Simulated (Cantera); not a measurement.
Cantera run, input and output.

```python
import numpy as np
import cantera as ct

gas = ct.Solution("gri30.yaml")
gas.TPX = 1800, 1000000, {'CH4': 1, 'C2H6': 0.14, 'C3H8': 0.44, 'O2': 2.93, 'N2': 11}
reactor = ct.IdealGasConstPressureReactor(gas, energy="on", clone=False)
net = ct.ReactorNet([reactor])
net.rtol, net.atol = 1e-08, 1e-16
show = ['CH4', 'C2H6', 'C3H8', 'H2', 'NO', 'C2H', 'CO']
times = np.geomspace(2e-06, 0.5, 13)

steps = ct.SolutionArray(gas, extra=["t"])
rows = []
print(f"{'t/s':>10s}{'T/K':>9s}{'P/Pa':>11s}" + "".join(f"{s:>11s}" for s in show))
for t in times:
    while net.time < t:
        t_next = net.step()
        steps.append(gas.state, t=t_next)
    rows.append([np.interp(t, steps.t, y) for y in (steps.T, steps.P, *steps(*show).X.T)])
    print(f"{t:10.3e}{rows[-1][0]:9.1f}{rows[-1][1]:11.4g}" + "".join(f"{x:11.3e}" for x in rows[-1][2:]))
rate = np.gradient(steps.T, steps.t)
print("integrator steps:", len(steps.t))
if steps.T.max() > steps.T[0] + 200:
    print(f"time of steepest temperature rise: {steps.t[rate.argmax()]:.4e} s")
gas.TPX = 1800, 1000000, {'CH4': 1, 'C2H6': 0.14, 'C3H8': 0.44, 'O2': 2.93, 'N2': 11}
gas.equilibrate("HP")
print(f"equilibrium (HP): T = {gas.T:.1f} K  " + "  ".join(f"{s} {gas[s].X[0]:.3e}" for s in show))
```

It prints:

```
       t/s      T/K       P/Pa        CH4       C2H6       C3H8         H2         NO        C2H         CO
 2.000e-06   1865.8      1e+06  5.322e-02  5.822e-03  5.269e-03  2.062e-02  6.881e-09  3.445e-07  1.165e-02
 5.635e-06   2939.6      1e+06  2.879e-11  1.007e-20  7.063e-31  7.844e-02  3.386e-04  4.831e-13  1.159e-01
 1.587e-05   3001.3      1e+06  2.184e-11  3.551e-22  1.259e-32  7.905e-02  5.980e-04  4.304e-15  1.162e-01
 4.472e-05   3003.2      1e+06  2.403e-11  4.106e-22  1.624e-32  7.941e-02  1.120e-03  4.609e-15  1.163e-01
 1.260e-04   2998.9      1e+06  2.494e-11  4.381e-22  1.778e-32  7.990e-02  1.927e-03  4.655e-15  1.165e-01
 3.550e-04   2997.2      1e+06  2.532e-11  4.500e-22  1.845e-32  8.011e-02  2.262e-03  4.674e-15  1.165e-01
 1.000e-03   2997.1      1e+06  2.533e-11  4.503e-22  1.847e-32  8.012e-02  2.270e-03  4.674e-15  1.165e-01
 2.817e-03   2997.1      1e+06  2.533e-11  4.503e-22  1.847e-32  8.012e-02  2.270e-03  4.674e-15  1.165e-01
 7.937e-03   2997.1      1e+06  2.533e-11  4.503e-22  1.847e-32  8.012e-02  2.270e-03  4.674e-15  1.165e-01
 2.236e-02   2997.1      1e+06  2.533e-11  4.503e-22  1.847e-32  8.012e-02  2.270e-03  4.674e-15  1.165e-01
 6.300e-02   2997.1      1e+06  2.533e-11  4.503e-22  1.847e-32  8.012e-02  2.270e-03  4.674e-15  1.165e-01
 1.775e-01   2997.1      1e+06  2.533e-11  4.503e-22  1.847e-32  8.012e-02  2.270e-03  4.674e-15  1.165e-01
 5.000e-01   2997.1      1e+06  2.533e-11  4.503e-22  1.847e-32  8.012e-02  2.270e-03  4.674e-15  1.165e-01
integrator steps: 1553
time of steepest temperature rise: 3.5526e-06 s
equilibrium (HP): T = 2997.1 K  CH4 2.901e-11  C2H6 5.732e-22  C3H8 2.573e-32  H2 8.012e-02  NO 2.270e-03  C2H 5.003e-15  CO 1.165e-01
```

Model: GRI-Mech 3.0 (53 species, 325 reactions), integrated in Cantera. GRI-Mech 3.0 was tuned for natural gas; its chemistry of propane as a main component is partial and can be far from experiment. Above 3000 K some thermodynamic fits are extrapolated.
